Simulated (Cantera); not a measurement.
## Aluminium nitride and oxide growth: AlI3 + H2O + H2

Charge: 1 mol AlI3, 26 mol H2O, 25 mol H2, held at 64.0 Pa.

Method: chemical equilibrium by Gibbs-energy minimisation in Cantera with the NASA 1993 tables (ideal gas, pure condensed phases). Candidate condensed phases: Al, AlI3, Al2O3, H2O, I2; 25 gas species. Equilibrium is a limit: real reactors are often held back by kinetics, nucleation or transport.

From 798 K to 1448 K the condensed part is Al2O3(s).

```csv
T (K),x H2,x H2O,x HI,x I,n Al2O3(s)
798,0.477,0.466,0.0543,0.00253,0.500
848,0.478,0.465,0.0517,0.00504,0.500
898,0.479,0.465,0.0476,0.00897,0.500
948,0.480,0.463,0.0422,0.0143,0.500
998,0.482,0.462,0.0358,0.0206,0.500
1048,0.483,0.460,0.0291,0.0271,0.500
1098,0.485,0.459,0.0230,0.0331,0.500
1148,0.486,0.458,0.0178,0.0382,0.500
1198,0.487,0.457,0.0136,0.0423,0.500
1248,0.488,0.456,0.0105,0.0454,0.500
1298,0.489,0.456,0.00804,0.0477,0.500
1348,0.489,0.455,0.00624,0.0495,0.500
1398,0.489,0.455,0.00489,0.0508,0.500
1448,0.490,0.455,0.00388,0.0518,0.500
```
x: gas mole fraction; n: condensed amount in mol.
